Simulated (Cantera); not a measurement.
# Adiabatic ignition

An adiabatic, constant-volume homogeneous reactor starts with CH₄ : C₂H₆ : C₃H₈ : O₂ : N₂ : H₂O = 1 : 0.045 : 0.051 : 4.83 : 28 : 2.4 (molar parts), equivalence ratio 0.50, at 1350 K and 0.987 atm.

Cantera simulation using GRI-Mech 3.0 (53 species, 325 reactions); the numbers are that mechanism's predictions, not measurements.

| t (s) | T (K) | P (bar) | x CH₄ | x C₂H₆ | x C₃H₈ | x H | x CH₂CO | x HCN |
|---|---|---|---|---|---|---|---|---|
| 1.00e-6 | 1350 | 1.000 | 0.0275 | 0.00124 | 0.00140 | 2.61e-8 | <1e-12 | <1e-12 |
| 3.03e-6 | 1350 | 1.000 | 0.0275 | 0.00124 | 0.00140 | 9.94e-8 | <1e-12 | <1e-12 |
| 9.18e-6 | 1350 | 1.000 | 0.0275 | 0.00124 | 0.00140 | 1.69e-7 | 3.80e-11 | <1e-12 |
| 2.78e-5 | 1350 | 1.000 | 0.0275 | 0.00124 | 0.00139 | 2.09e-7 | 9.06e-10 | <1e-12 |
| 8.43e-5 | 1350 | 1.000 | 0.0275 | 0.00123 | 0.00137 | 4.22e-7 | 2.32e-8 | <1e-12 |
| 0.000256 | 1350 | 1.00 | 0.0273 | 0.00124 | 0.00127 | 9.33e-7 | 8.30e-7 | <1e-12 |
| 0.000775 | 1359 | 1.01 | 0.0260 | 0.00132 | 0.000889 | 2.78e-6 | 2.30e-5 | <1e-12 |
| 0.00235 | 2207 | 1.64 | <1e-12 | <1e-12 | <1e-12 | 0.000101 | <1e-12 | <1e-12 |
| 0.00711 | 2207 | 1.64 | <1e-12 | <1e-12 | <1e-12 | 9.96e-5 | <1e-12 | <1e-12 |
| 0.0216 | 2206 | 1.64 | <1e-12 | <1e-12 | <1e-12 | 9.88e-5 | <1e-12 | <1e-12 |
| 0.0653 | 2203 | 1.64 | <1e-12 | <1e-12 | <1e-12 | 9.65e-5 | <1e-12 | <1e-12 |
| 0.198 | 2197 | 1.63 | <1e-12 | <1e-12 | <1e-12 | 9.21e-5 | <1e-12 | <1e-12 |
| 0.600 | 2192 | 1.63 | <1e-12 | <1e-12 | <1e-12 | 8.84e-5 | <1e-12 | <1e-12 |
x: mole fraction; the columns are a selection and need not sum to one.

```
Item                                                              Result
---------------------------------  -------------------------------------
time of steepest temperature rise                                1.30 ms
temperature at 0.600 s                                            2192 K
equilibrium temperature                                           2191 K
x(CH₄) at 0.600 s                  <1e-12 (gas-phase equilibrium <1e-12)
x(C₂H₆) at 0.600 s                 <1e-12 (gas-phase equilibrium <1e-12)
x(C₃H₈) at 0.600 s                 <1e-12 (gas-phase equilibrium <1e-12)
```
